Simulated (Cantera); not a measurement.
Charge: 1 mol Cu2O, 2.4 mol C, 1 mol CO, equilibrated at 1575 K.

Equilibrium computed with Cantera from the NASA thermochemical tables; the gas is ideal and each condensed phase is pure. Candidate condensed phases: C, Cu, CuO, Cu2O; 15 gas species. Equilibrium is a limit: real reactors are often held back by kinetics, nucleation or transport.

log p: log10 of the partial pressure in bar; n: condensed amount in mol.

```tsv
P (Pa)	log p CO	log p Cu	log p CO2	log p Cu2	n C(graphite)	n Cu(l)
10	-4.14	-4.56	[?]	-7.77	1.40	1.25
42	-3.41	-4.56	[?]	-7.77	1.40	1.86
180	-2.75	-4.56	[?]	-7.77	1.40	1.97
750	-2.13	-4.56	[?]	-7.77	1.40	1.99
3200	-1.50	-4.56	[?]	-7.77	1.40	2.00
13000	-0.89	-4.56	[?]	-7.77	1.40	2.00
56000	-0.25	-4.56	[?]	-7.77	1.40	2.00
240000	0.38	-4.56	[?]	-7.77	1.40	2.00
1000000	1.00	-4.56	[?]	-7.77	1.41	2.00
```

Task: Fill in the missing entries.

Result: 
- 10, log p CO2: -11.73
- 42, log p CO2: -10.26
- 180, log p CO2: -8.95
- 750, log p CO2: -7.70
- 3200, log p CO2: -6.44
- 13000, log p CO2: -5.22
- 56000, log p CO2: -3.96
- 240000, log p CO2: -2.69
- 1000000, log p CO2: -1.45
